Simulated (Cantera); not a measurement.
Input: 1 mol PbO, a varied amount of H2, at 975 K and 0.640 bar.

Method: chemical equilibrium by Gibbs-energy minimisation in Cantera with the NASA 1993 tables (ideal gas, pure condensed phases). Candidate condensed phases: H2O, Pb, PbO, PbO2, Pb3O4; 12 gas species. The numbers say what is thermodynamically allowed, not how fast it happens.

**Question.** At 0.19 mol H2, list the 3 most abundant gas species with their mole fractions, and the condensed phases.

**Answer.** H2O 1.000, H2 0.000134, Pb 1.43e-5. Condensed: Pb(l) + PbO(yellow).
